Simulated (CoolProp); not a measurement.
Properties of diethyl ether at several states (Tc = 467.9 K, pc = 3.717 MPa, ω = 0.282).

Model: reference Helmholtz-energy equation of state, Thol 2014, in CoolProp.

| T (K) | p (MPa) | phase | cp (kJ/(kg K)) | speed of sound (m/s) | isothermal compressibility (1/MPa) |
|---|---|---|---|---|---|
| 435.9 | 2.12 | gas | 3.051 | 150.2 | 0.9227 |
| 455.3 | 0.392 | gas | 2.160 | 223.9 | 2.663 |
| 488.1 | 0.275 | gas | 2.232 | 235.5 | 3.719 |
| 539.4 | 0.149 | gas | 2.359 | 250.3 | 6.767 |
| 350.9 | 0.37 | gas | 2.007 | 185.6 | 3.083 |
